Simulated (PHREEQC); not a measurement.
Dissolve 0.022 mol ZnCl2, 0.0034 mol H3BO3 and 0.00013 mol MnSO4 per kg of water at 25 °C. Closed to the air; pH follows from the charge balance.

All values are PHREEQC results (ion-association model, phreeqc.dat), not measurements.

| quantity | before | after |
|---|---|---|
| pH | 5.34 | 5.10 |
| ionic strength (mol/kgw) | 0.0641 | 0.0610 |
| Zn+2 (mol/kgw) | 0.0209 | 0.0193 |
| ZnCl+ (mol/kgw) | 0.00104 | 0.00250 |
| Mn+2 (mol/kgw) | 0.000120 | 0.000121 |
| SO4-2 (mol/kgw) | 6.85e-5 | 6.65e-5 |

Problem. What was changed between the two runs?
(A) H3BO3 replaced by Cu(BF4)2 at the same molality
(B) H3BO3 from 0.0034 to 0.00068 mol/kgw
(C) ZnCl2 from 0.022 to 0.22 mol/kgw
(D) temperature from 25 to 50 °C
(E) H3BO3 from 0.0034 to 0.00306 mol/kgw

Solution. D, temperature from 25 to 50 °C

No solid was allowed to form. At this temperature some constants are extrapolated from 25 °C, and those without enthalpy data are left unchanged.
